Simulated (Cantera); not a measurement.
## Stirred combustor or abatement burner

A perfectly stirred reactor is fed with CH₄ : C₂H₆ : C₃H₈ : O₂ : N₂ : H₂O : CO₂ = 1 : 0.05 : 0.11 : 1.6 : 6.03 : 1.3 : 0.15 (molar parts), at 470000 Pa; it is adiabatic with a 573 K inlet, and is followed from long to short residence time, starting on the burning branch (τ in s: 0.067, 0.03, 0.013, 0.006, 0.0027, 0.0012, 0.00054, 0.00024, 0.00011, 4.8e-05, 2.2e-05).

Cantera simulation using GRI-Mech 3.0 (53 species, 325 reactions); the numbers are that mechanism's predictions, not measurements.

```
τ (s)    T (K)    x CH₄    x C₂H₆   x C₃H₈   x CO₂    x H₂   x C₂H₂
-------  -----  -------  --------  -------  ------  ------  -------
0.067     1821  0.00736   7.26e-6  3.87e-7  0.0542  0.0793  0.00422
0.030     1826  0.00897   1.43e-5  8.17e-7  0.0549  0.0723  0.00544
0.013     1825   0.0106   2.88e-5  1.84e-6  0.0548  0.0656  0.00647
0.0060    1814   0.0122   5.66e-5  4.12e-6  0.0537  0.0602  0.00704
0.0027    1786   0.0141  0.000122  1.06e-5  0.0505  0.0555  0.00708
0.0012    1711   0.0179  0.000338  3.96e-5  0.0433  0.0507  0.00582
0.00054    573   0.0977   0.00488   0.0107  0.0146  <1e-12   <1e-12
0.00024    573   0.0977   0.00488   0.0107  0.0146  <1e-12   <1e-12
0.00011    573   0.0977   0.00488   0.0107  0.0146  <1e-12   <1e-12
4.8e-5     573   0.0977   0.00488   0.0107  0.0146  <1e-12   <1e-12
2.2e-5     573   0.0977   0.00488   0.0107  0.0146  <1e-12   <1e-12
```
x: mole fraction; the columns are a selection and need not sum to one.
